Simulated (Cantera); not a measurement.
An isothermal, constant-pressure homogeneous reactor starts with H2 : O2 = 0.01 : 1 (molar parts), at 1300 K and 0.0132 atm.

Computed with Cantera and the H2/O2 subset of GRI-Mech 3.0, which has no nitrogen chemistry. Radical loss at walls, strong at low pressure, is not modelled.

x: mole fraction; the columns are a selection and need not sum to one.

```csv
t (s),x H2,x O2,x H,x OH,x H2O,x H2O2
4.00e-5,0.00990,0.990,1.14e-9,9.54e-10,4.97e-11,<1e-12
0.000206,0.00990,0.990,2.52e-9,1.01e-8,3.09e-9,1.94e-12
0.00106,0.00990,0.990,[?],[?],[?],4.81e-11
0.00548,0.00380,0.984,0.000460,0.00208,0.00483,4.78e-8
0.0283,3.77e-5,0.981,0.000310,0.00100,0.00921,1.43e-8
0.146,2.64e-5,0.984,0.000179,0.000842,0.00938,1.32e-8
0.752,[?],0.988,[?],[?],0.00969,[?]
3.88,6.95e-7,0.990,7.34e-7,0.000137,0.00988,2.43e-9
20.0,5.09e-8,0.990,1.46e-8,3.73e-5,0.00993,3.20e-10
```

**Question.** What belongs in the gaps?

**Answer.** 
- 0.00106, x H: 2.66e-8
- 0.00106, x OH: 2.00e-7
- 0.00106, x H2O: 2.27e-7
- 0.752, x H2: 7.59e-6
- 0.752, x H: 2.68e-5
- 0.752, x OH: 0.000453
- 0.752, x H2O2: 8.83e-9
